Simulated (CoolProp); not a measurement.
Properties of R125 at several states (Tc = 66.0 °C, pc = 3618 kPa, ω = 0.305).

The numbers come from the reference Helmholtz-energy equation of state, Lemmon 2005 in CoolProp.

```csv
T (°C),p (kPa),phase,cv (kJ/(kg K)),expansivity (1/kK)
184.65,1340,gas,0.9431,2.582
85.35,5630,supercritical,0.9630,32.01
169.85,259,gas,0.9199,2.339
```
